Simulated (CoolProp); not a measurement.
Nitrous oxide along the isotherm 226.85 °C: density (kg/m³) from the reference equation and from simpler models built on Tc = 36.4 °C, pc = 7.245 MPa, ω = 0.161; each cubic takes its own stable root.

Computed with CoolProp (reference Helmholtz-energy equation of state, Lemmon 2006). It is a short technical equation, of lower accuracy than the large ones.

```
p (MPa)          phase  reference
-------  -------------  ---------
0.679              gas      7.230
1.36               gas      14.57
2.04               gas      21.97
2.72               gas      29.47
3.4                gas      37.04
4.08               gas      44.70
4.75               gas      52.32
5.43               gas      60.14
6.11               gas      68.04
6.79               gas      76.01
7.47     supercritical      84.07
8.15     supercritical      92.19
8.83     supercritical      100.4
9.51     supercritical      108.7
10.2     supercritical      117.1
10.9     supercritical      125.8
```

Problem. How far does each simpler model (Redlich-Kwong, Soave-Redlich-Kwong) lie from the reference over these 16 states: mean and median of the absolute difference, and the worst?

Solution. 
- Redlich-Kwong: mean 1.0 %, median 1.1 %, worst +1.8 % at 226.85 °C and 10.9 MPa
- Soave-Redlich-Kwong: mean 1.1 %, median 1.0 %, worst -2.2 % at 226.85 °C and 10.9 MPa
